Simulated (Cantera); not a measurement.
Ignition delay

Mixture: CH₄ : O₂ : N₂ : H₂O = 1 : 2.82 : 10.6 : 0.75 (molar parts), at 900 Torr, adiabatic and at constant pressure. Ignition delay is the time to a rise of 400 K.

Cantera simulation using GRI-Mech 3.0 (53 species, 325 reactions); the numbers are that mechanism's predictions, not measurements.

| T0 (K) | delay (ms) |
|---|---|
| 1123 | 110 |
| 1223 | 26.5 |
| 1323 | 7.24 |
| 1423 | 2.24 |
| 1523 | 0.791 |
| 1623 | 0.324 |
| 1723 | 0.152 |
| 1823 | 0.0792 |

- apparent activation energy between 1623 and 1823 K = 170 kJ/mol
